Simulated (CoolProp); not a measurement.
The numbers come from the reference Helmholtz-energy equation of state, Gao 2022 in CoolProp.

Problem. For n-perfluoropentane, give the phase and the Z, cp (kJ/(kg K)), cv (kJ/(kg K)), expansivity (1/kK) at -48.25 °C and 8.33 bar.

Solution. 
- -48.25 °C and 8.33 bar: liquid; Z 0.0702, cp 0.906, cv 0.713, expansivity 1.55
